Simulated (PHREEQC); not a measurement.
Copper plating or etch bath

Dissolve 0.0051 mol CuSO4, 0.0024 mol HBF4 and 0.00015 mol FeCl3 per kg of water at 80 °C. Closed to the air; pH follows from the charge balance.

Computed with PHREEQC (ion-association model, wateq4f.dat).

```json
{
  "pH": "2.91",
  "ionic_strength": "0.0162 mol/kgw",
  "total_alkalinity": "-9.90 meq/kg"
}
```

```csv
species,molality,activity,log γ
HF,0.00549,0.00551,0.002
Cu+2,0.00389,0.00228,-0.231
SO4-2,0.00301,0.00173,-0.240
H3BO3,0.00169,0.00170,0.002
H+,0.00139,0.00123,-0.052
F-,0.00117,0.00101,-0.063
CuSO4,0.00111,0.00111,0.002
HSO4-,0.000978,0.000849,-0.061
BF4-,0.000449,0.000386,-0.066
Cl-,0.000425,0.000367,-0.063
BF2(OH)2-,0.000162,0.000139,-0.066
BF3OH-,9.42e-5,8.10e-5,-0.066
FeF3,9.21e-5,9.24e-5,0.002
CuF+,7.40e-5,6.42e-5,-0.062
FeF2+,5.66e-5,4.93e-5,-0.060
```

Precipitation was switched off in this run. The solution is supersaturated, for example in Hematite (slow to form), Goethite (slow to form), so a real one may precipitate; this is no full list. At this temperature some constants are extrapolated from 25 °C, and those without enthalpy data are left unchanged. Real BF4- forms and hydrolyses slowly; the run takes it at equilibrium. Fluoro complexes past AlF4- and FeF3 are missing from the database.
